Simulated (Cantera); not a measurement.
What does this Cantera script print?

```python
import numpy as np
import cantera as ct

gas = ct.Solution("gri30.yaml")
gas.TPX = 1100, 101325, {'CH4': 0.027, 'O2': 0.003, 'N2': 1}
reactor = ct.IdealGasConstPressureReactor(gas, energy="off", clone=False)
net = ct.ReactorNet([reactor])
net.rtol, net.atol = 1e-08, 1e-18
show = ['CH4', 'O2', 'C2H', 'CH2CO', 'CO', 'NO', 'C2H2']
times = np.geomspace(0.0001, 80, 9)

steps = ct.SolutionArray(gas, extra=["t"])
rows = []
print(f"{'t/s':>10s}{'T/K':>9s}{'P/Pa':>11s}" + "".join(f"{s:>11s}" for s in show))
for t in times:
    while net.time < t:
        t_next = net.step()
        steps.append(gas.state, t=t_next)
    rows.append([np.interp(t, steps.t, y) for y in (steps.T, steps.P, *steps(*show).X.T)])
    print(f"{t:10.3e}{rows[-1][0]:9.1f}{rows[-1][1]:11.4g}" + "".join(f"{x:11.3e}" for x in rows[-1][2:]))
rate = np.gradient(steps.T, steps.t)
print("integrator steps:", len(steps.t))
if steps.T.max() > steps.T[0] + 200:
    print(f"time of steepest temperature rise: {steps.t[rate.argmax()]:.4e} s")
gas.TPX = 1100, 101325, {'CH4': 0.027, 'O2': 0.003, 'N2': 1}
gas.equilibrate("TP")
print(f"equilibrium (TP): T = {gas.T:.1f} K  " + "  ".join(f"{s} {gas[s].X[0]:.3e}" for s in show))
```

It prints:

```
       t/s      T/K       P/Pa        CH4         O2        C2H      CH2CO         CO         NO       C2H2
 1.000e-04   1100.0  1.013e+05  2.621e-02  2.913e-03  2.084e-41  2.081e-30  4.366e-20  1.407e-24  8.191e-28
 5.469e-04   1100.0  1.013e+05  2.621e-02  2.913e-03  8.331e-38  1.683e-26  5.772e-18  1.210e-23  1.518e-24
 2.991e-03   1100.0  1.013e+05  2.621e-02  2.913e-03  7.559e-34  1.134e-22  1.028e-15  1.067e-22  1.854e-21
 1.636e-02   1100.0  1.013e+05  2.621e-02  2.913e-03  8.748e-30  1.738e-18  3.213e-13  2.135e-21  3.954e-18
 8.944e-02   1100.0  1.013e+05  2.621e-02  2.913e-03  5.250e-26  1.664e-14  1.611e-10  6.757e-20  1.119e-14
 4.891e-01   1100.0  1.013e+05  2.621e-02  2.912e-03  9.366e-24  3.027e-12  1.327e-08  7.048e-19  1.805e-12
 2.675e+00   1100.0  1.013e+05  2.621e-02  2.909e-03  7.909e-22  2.101e-10  4.807e-07  7.107e-18  1.220e-10
 1.463e+01   1100.0  1.013e+05  2.615e-02  2.882e-03  2.455e-19  3.714e-08  1.436e-05  2.774e-16  2.051e-08
 8.000e+01   1100.0  1.013e+05  2.560e-02  2.572e-03  2.027e-16  8.073e-06  2.364e-04  5.136e-14  6.209e-06
integrator steps: 584
equilibrium (TP): T = 1100.0 K  CH4 1.413e-02  O2 4.819e-31  C2H 2.884e-15  CH2CO 9.738e-10  CO 5.742e-03  NO 1.425e-19  C2H2 2.544e-04
```

Model: GRI-Mech 3.0 (53 species, 325 reactions), integrated in Cantera. GRI-Mech 3.0 stops at C3 and has no aromatics, soot or wall deposition, so with more carbon than oxygen in the feed, carbon stays in small species such as C2H2 where larger ones or solid carbon would form.
